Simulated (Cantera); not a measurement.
Feed: 1 mol SiCl4, 3.3 mol O3, 33 mol N2, held at 1752 °C and 1.00 bar.

Equilibrium computed with Cantera from the NASA thermochemical tables; the gas is ideal and each condensed phase is pure. Candidate condensed phases: Si, SiO2, Si2N2O, Si3N4; 23 gas species. The tables hold silica as quartz up to 1696 K and as liquid above; real silica turns to tridymite and cristobalite and melts near 1996 K. The numbers say what is thermodynamically allowed, not how fast it happens.

Base state: N2 0.811, O2 0.0943, Cl 0.0792, Cl2 0.00954, NO 0.00557, ClO 0.000360, O 0.000248 (mole fractions); condensed: SiO2(l).

Problem. What changes in the equilibrium state with this change: temperature from 1752 °C to 1150 °C?

Solution. 
```csv
species,before,after
N2,0.811,0.844
O2,0.0943,0.101
Cl2,0.00954,0.0474
Cl,0.0792,0.00737
O,0.000248,4.27e-7
NO,0.00557,0.000590
ClO,0.000360,6.38e-5
"SiO2(l), mol",1.000,0
"SiO2(β-quartz), mol",0,1.00
```
